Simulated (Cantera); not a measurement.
Charge: 1 mol TiCl4, 0.26 mol C3H8, 190 mol H2, 8.5 mol CH4, at 1700 K and 0.143 Torr.

Equilibrium computed with Cantera from the NASA thermochemical tables; the gas is ideal and each condensed phase is pure. Candidate condensed phases: C, C6H6, C7H8, C8H18, Ti, TiC, TiCl2, TiCl3, TiCl4; 96 gas species. TiC: taken at fixed stoichiometry. Kinetics and transport are ignored.

Base state: H2 0.970, HCl 0.0188, H 0.0105, Cl 0.000158, C2H2 (acetylene) 7.12e-5 (mole fractions); condensed: C(graphite) + TiC(s).

Q: What changes in the equilibrium state with this change: TiCl4 replaced by Ti?

A: 
```tsv
species	before	after
H2	0.970	0.989
H	0.0105	0.0106
C2H2 (acetylene)	7.12e-5	7.26e-5
HCl	0.0188	0
Cl	0.000158	0
C(graphite), mol	8.25	8.25
TiC(s), mol	1.000	1.000
```
